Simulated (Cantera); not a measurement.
A Cantera script and what it prints.

```python
import numpy as np
import cantera as ct

gas_names = """
    C CH CH2 CH3 CH2OH CH3O CH4 CH3OH CO CO2 COOH C2 C2H CHCO,ketyl C2H2,acetylene C2H2,vinylidene
    CH2CO,ketene C2H3,vinyl CH3CO,acetyl C2H4 C2H4O,ethylen CH3CHO,ethanal CH3COOH (HCOOH)2 C2H5 C2H6
    CH3OCH3 C2H5OH C2O C3 C3H3,propargyl C3H4,allene C3H4,propyne C3H4,cyclo- C3H5,allyl C3H6,propylene
    C3H6,cyclo- C3H6O C3H7,n-propyl C3H7,i-propyl C3H8 C3H8O,1propanol C3H8O,2propanol C3O2 C4 C4H2
    C4H4,1,3-cyclo- C4H6,butadiene C4H6,2-butyne C4H6,cyclo- C4H8,1-butene C4H8,cis2-buten
    C4H8,tr2-butene C4H8,isobutene C4H8,cyclo- (CH3COOH)2 C4H9,n-butyl C4H9,i-butyl C4H9,s-butyl
    C4H9,t-butyl C4H10,isobutane C4H10,n-butane C5 C5H6,1,3cyclo- C5H8,cyclo- C5H10,1-pentene
    C5H10,cyclo- C5H11,pentyl C5H11,t-pentyl C5H12,n-pentane C5H12,i-pentane CH3C(CH3)2CH3 C6H2
    C6H5,phenyl C6H5O,phenoxy C6H6 C6H5OH,phenol C6H10,cyclo- C6H12,1-hexene C6H12,cyclo- C6H13,n-hexyl
    C7H7,benzyl C7H8 C7H8O,cresol C7H14,1-heptene C7H15,n-heptyl C7H16,n-heptane C8H8,styrene
    C8H10,ethylbenz C8H16,1-octene C8H17,n-octyl C8H18,isooctane C8H18,n-octane C9H19,n-nonyl
    C10H8,naphthale C10H21,n-decyl C12H9,o-bipheny C12H10,bipheny H HCO HO2 H2 HCHO,formaldehy HCOOH H2O
    H2O2 O OH O2 O3 Pb PbO Pb2
""".split()
cond_names = """
    C(gr) C6H6(L) C7H8(L) C8H18(L),n-octa H2O(s) H2O(L) Pb(cr) Pb(L) PbO(rd) PbO(yw) PbO(L) PbO2(s)
    Pb3O4(s)
""".split()


def load(file, names, dense=False):
    # The tables refer to 1 bar. Condensed volumes are neglected.
    table = {s.name: s for s in ct.Species.list_from_file(file)}
    out = []
    for n in names:
        d = dict(table[n].input_data)
        d["thermo"] = dict(d["thermo"], **{"reference-pressure": 1e5})
        if dense:
            d["equation-of-state"] = {"model": "constant-volume", "density": "1e6 g/cm^3"}
        out.append(ct.Species.from_dict(d))
    return out


gas = ct.Solution(thermo="ideal-gas", species=load("nasa_gas.yaml", gas_names))
cond = {s.name: ct.Solution(thermo="fixed-stoichiometry", species=[s], name=s.name)
        for s in load("nasa_condensed.yaml", cond_names, dense=True)}
atoms = {
    'PbO': {'Pb': 1, 'O': 1},
    'CH4': {'C': 1, 'H': 4},
    'H2': {'H': 2},
}
top_T = {'C(gr)': 4500, 'Pb3O4(s)': 820}  # K; cautious upper limits of use, not melting points


def equilibrate(T, P, feed):
    n = {}
    for name, mol in feed.items():
        for a, k in atoms[name].items():
            n[a] = n.get(a, 0.0) + k * mol
    gas.TPX = T, P, n
    mass = sum(n.values()) * gas.mean_molecular_weight
    gas.equilibrate("TP")
    valid = [c for c in cond.values() if c.min_temp <= T <= top_T.get(c.name, c.max_temp)]
    mix = ct.Mixture([(gas, mass / gas.mean_molecular_weight)] + [(c, 0.0) for c in valid])
    mix.T, mix.P = T, P
    mix.equilibrate("TP", solver="vcs", rtol=1e-11, max_steps=5000)
    return mix


results = []
feed = {'PbO': 1, 'CH4': 5.6, 'H2': 0.72}  # mol
P = 1333.22  # Pa
for T in [1800, 1900, 2000, 2100, 2200, 2300, 2400, 2500]:
    mix = equilibrate(T, P, feed)
    results.append((T, P, feed, dict(zip(mix.species_names, mix.species_moles))))

top = {s: max(r[3][s] / sum(r[3][g] for g in gas_names) for r in results) for s in gas_names}
cols = sorted((s for s in top if top[s] > 1e-05), key=lambda s: -top[s])[:8]
seen = [c for c in cond_names if any(r[3].get(c, 0) > 1e-12 for r in results)]
print("log10 of partial pressures in bar; condensed amounts in mol")
print(f"{'T/K':>10s}" + "".join(f"{s[:9]:>10s}" for s in cols + seen))
for T, P, feed, n in results:
    ng = sum(n[g] for g in gas_names)
    print(f"{T:10.4g}" + "".join(f"{np.log10(max(n[s] / ng * P / 1e5, 1e-99)):10.3f}" for s in cols)
          + "".join(f"{n.get(c, 0):10.4g}" for c in seen))
```

It prints:

```
log10 of partial pressures in bar; condensed amounts in mol
       T/K        H2         H        CO        Pb C2H2,acet       C2H        C3      C4H2     C(gr)
      1800    -1.944    -4.418    -3.019    -3.019    -5.700   -10.231   -12.941    -9.859     4.596
      1900    -1.946    -4.073    -3.020    -3.020    -5.364    -9.375   -11.685    -9.181     4.591
      2000    -1.949    -3.763    -3.022    -3.022    -5.063    -8.605   -10.557    -8.574     4.582
      2100    -1.955    -3.484    -3.024    -3.024    -4.795    -7.911    -9.540    -8.028     4.566
      2200    -1.965    -3.232    -3.028    -3.028    -4.556    -7.283    -8.617    -7.538      4.54
      2300    -1.981    -3.005    -3.035    -3.035    -4.345    -6.714    -7.777    -7.097     4.501
      2400    -2.005    -2.801    -3.045    -3.045    -4.162    -6.198    -7.008    -6.704     4.444
      2500    -2.041    -2.620    -3.060    -3.060    -4.007    -5.730    -6.304    -6.357     4.366
```

Equilibrium computed with Cantera from the NASA thermochemical tables; the gas is ideal and each condensed phase is pure.
